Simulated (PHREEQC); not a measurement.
**Spent oxide etchant: an equilibrium model**

Consider water at 68 °C with 0.23 mol/kgw HF and 0.0067 mol/kgw H2SiF6. Closed to the air; pH follows from the charge balance.

Equilibrium calculation in PHREEQC: ion-association model, phreeqc.dat.

Precipitation was switched off in this run.

What pH, ionic strength does the model give?

pH 1.73; ionic strength 0.0281 mol/kgw.

In which forms is F present?

HF 81 %, SiF6-2 15 %, HF2- 2.9 %, F- 1.5 % of the F.

Complexes and solids missing from the database can't appear. Constants without temperature data keep their 25 °C values here. SiF6-2 is the database's only silicon fluoride.
